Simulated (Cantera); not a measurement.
A perfectly stirred reactor is fed with H2 : O2 : N2 = 1 : 0.294 : 1.11 (molar parts), at 0.720 bar; it is adiabatic with a 550 K inlet, and is followed from long to short residence time, starting on the burning branch (τ in s: 0.029, 0.013, 0.0058, 0.0026, 0.0012, 0.00051, 0.00023, 0.0001, 4.6e-05, 2e-05, 9e-06).

Detailed kinetics in Cantera: the H2/O2 subset of GRI-Mech 3.0, which has no nitrogen chemistry.

Problem. What does this change do: pressure from 0.720 bar to 13.0 bar?

Solution. 
```
quantity                                                                      before                                   after
------------------------------------------------  ----------------------------------  --------------------------------------
blow-out, bracketed by the residence times tried  burning at 20.0 µs, out at 9.00 µs  burning at 9.00 µs, the shortest tried
x(H2) at τ = 29.0 ms                                                           0.190                                   0.194
x(O2) at τ = 29.0 ms                                                         9.52e-5                                 1.06e-5
x(H2O) at τ = 29.0 ms                                                          0.274                                   0.278
x(H2O2) at τ = 29.0 ms                                                       1.44e-8                                 9.04e-9
x(H) at τ = 29.0 ms                                                           0.0112                                 0.00180
x(H2) at τ = 0.510 ms                                                          0.170                                   0.193
x(O2) at τ = 0.510 ms                                                        0.00172                                0.000220
x(H2O) at τ = 0.510 ms                                                         0.256                                   0.276
x(H2O2) at τ = 0.510 ms                                                      1.78e-7                                 1.16e-7
x(H) at τ = 0.510 ms                                                          0.0544                                 0.00458
```
The hydrogen kinetics of GRI-Mech 3.0 are dated; newer H2 mechanisms differ, most at raised pressure. The pressure lies above the range GRI-Mech 3.0 was tuned for (to about 10 atm).
